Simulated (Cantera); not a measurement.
An isothermal, constant-pressure homogeneous reactor starts with H2 : O2 : N2 = 0.03 : 1 : 4.8 (molar parts), at 1298 K and 3400 Pa.

Detailed kinetics in Cantera: GRI-Mech 3.0 (53 species, 325 reactions). Radical loss at walls, strong at low pressure, is not modelled.

x: mole fraction; the columns are a selection and need not sum to one.

| t (s) | x H2 | x O2 | x O | x NO2 | x H2O |
|---|---|---|---|---|---|
| 5.00e-6 | 0.00515 | 0.172 | 2.21e-12 | <1e-12 | <1e-12 |
| 1.46e-5 | 0.00515 | 0.172 | 1.80e-11 | <1e-12 | <1e-12 |
| 4.29e-5 | 0.00515 | 0.172 | 1.34e-10 | <1e-12 | 9.22e-12 |
| 0.000126 | 0.00515 | 0.172 | 8.44e-10 | <1e-12 | 1.74e-10 |
| 0.000368 | 0.00515 | 0.172 | 4.99e-9 | <1e-12 | 2.76e-9 |
| 0.00108 | 0.00515 | 0.172 | 5.96e-8 | <1e-12 | 6.39e-8 |
| 0.00316 | 0.00511 | 0.171 | 1.98e-5 | <1e-12 | 2.51e-5 |
| 0.00926 | [?] | 0.167 | [?] | 1.12e-12 | 0.00459 |
| 0.0271 | [?] | 0.167 | [?] | 5.73e-12 | 0.00471 |
| 0.0795 | 2.94e-5 | 0.168 | 0.00200 | 1.63e-11 | 0.00486 |
| 0.233 | 1.11e-5 | 0.169 | 0.000735 | 3.87e-11 | 0.00502 |
| 0.683 | 2.37e-6 | 0.169 | 0.000156 | 8.52e-11 | 0.00510 |
| 2.00 | 3.99e-7 | 0.169 | 2.63e-5 | 1.39e-10 | 0.00514 |

Problem. Complete the blanks.

Solution. 
- 0.00926, x H2: 6.90e-5
- 0.00926, x O: 0.00381
- 0.0271, x H2: 4.62e-5
- 0.0271, x O: 0.00322
